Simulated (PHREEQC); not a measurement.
Consider water at 25 °C with 0.016 mol NiSO4, 0.00028 mol CaCl2 and 6.3e-05 mol H2SO4 per kg of water. Closed to the air; pH follows from the charge balance.

Computed with PHREEQC (ion-association model, wateq4f.dat).

**Question.** The ionic strength comes out as 0.0441 mol/kgw. What activity coefficients do SO4-2, Ca+2, Ni+2, Cl-, NiCl+ get?

**Answer.** SO4-2 0.48, Ca+2 0.49, Ni+2 0.47, Cl- 0.82, NiCl+ 0.83.

This is a speciation only: nothing precipitates in the calculation.
